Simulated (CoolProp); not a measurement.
A simple Rankine cycle with dimethyl carbonate: condensing at 326.15 K, boiler at 0.521 MPa, turbine inlet 427 K, turbine efficiency 0.7, pump efficiency 0.7, no recuperator. Each further row changes one setting.

Computed with CoolProp (reference Helmholtz-energy equation of state, Zhou 2011).

| case | thermal efficiency (%) | net work (kJ/kg) | heat in (kJ/kg) | turbine exit temperature (K) | volume ratio over the turbine |
|---|---|---|---|---|---|
| as stated | 13.4 | 70.9 | 528 | 369.3 | ___ |
| turbine inlet 447 K | 13.4 | 75.0 | 560 | 389.3 | ___ |
| condensing temperature 318.15 K | 14.4 | ___ | ___ | ___ | 26.0 |
| boiler pressure 0.365 MPa | 12.0 | 64.1 | 532 | ___ | 13.0 |
| turbine efficiency 0.6 | 11.5 | 60.7 | 528 | 376.7 | 19.1 |

Some entries are withheld; supply them.


- as stated, volume ratio over the turbine: 18.7
- turbine inlet 447 K, volume ratio over the turbine: 18.6
- condensing temperature 318.15 K, net work (kJ/kg): 78.3
- condensing temperature 318.15 K, heat in (kJ/kg): 543
- condensing temperature 318.15 K, turbine exit temperature (K): 363.6
- boiler pressure 0.365 MPa, turbine exit temperature (K): 377.2
